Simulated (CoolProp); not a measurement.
1-butene along the isotherm 341.2 K: density (kg/m³) from the reference equation and from simpler models built on Tc = 419.3 K, pc = 4.006 MPa, ω = 0.192; each cubic takes its own stable root.

Values from CoolProp's reference Helmholtz-energy equation of state, Lemmon 2005. It is a short technical equation, of lower accuracy than the large ones.

| p (MPa) | phase | reference | van der Waals | Redlich-Kwong |
|---|---|---|---|---|
| 0.0633 | gas | 1.266 | 1.262 | 1.264 |
| 0.113 | gas | 2.279 | 2.266 | 2.274 |
| 0.2 | gas | 4.099 | … | 4.083 |
| 0.356 | gas | 7.521 | 7.371 | 7.463 |
| 0.633 | gas | … | 13.65 | 13.99 |
| 1.13 | liquid | … | 26.59 | 459.5 |
| 2 | liquid | 532.6 | 329.6 | 465.6 |
| 3.56 | liquid | 537.6 | 340.7 | 475.3 |
| 6.33 | liquid | 545.5 | 354.9 | 489.5 |
| 11.3 | liquid | 557.5 | 372.2 | 509.4 |
| 20 | liquid | 574.3 | 391.8 | 534.5 |

What belongs in the gaps?


- 0.2, van der Waals: 4.056
- 0.633, reference: 14.22
- 1.13, reference: 529.6

At some of these states van der Waals gives the other phase, because its saturation line lies elsewhere.
